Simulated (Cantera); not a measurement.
An adiabatic, constant-volume homogeneous reactor starts with CO : H2 : O2 : N2 = 1 : 1.1 : 3.09 : 11.6 (molar parts), equivalence ratio 0.34, at 1275 K and 2000000 Pa.

Computed with Cantera and GRI-Mech 3.0 (53 species, 325 reactions). The hydrogen kinetics of GRI-Mech 3.0 are dated; newer H2 mechanisms differ, most at raised pressure. The pressure lies above the range GRI-Mech 3.0 was tuned for (to about 10 atm).

One state of this run: T (K) = 1336; P (bar) = 20.9; x CO = 0.0588; x H2 = 0.0597; x O2 = 0.181; x H2O = 0.00536; x HO2 = 0.000552; x NO = 1.25e-9. x: mole fraction; the columns are a selection and need not sum to one.

**Question.** Which value of t (s) does it belong to?
A. 0.141
B. 3.00e-6
C. 2.12e-5
D. 5.64e-5

**Answer.** C, 2.12e-5
